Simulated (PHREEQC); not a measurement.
# Brine: speciation

A solution holds 2.5 mol/kgw LiBr and 1.5 mol/kgw KCl, at 25 °C. Closed to the air; pH follows from the charge balance.

All values are PHREEQC results (Pitzer model, pitzer.dat), not measurements.

This is a speciation only: nothing precipitates in the calculation.

**Question.** Estimate the activity of water, density, osmotic coefficient.

**Answer.** activity of water 0.827; density 1.192 g/cm³; osmotic coefficient 1.320.
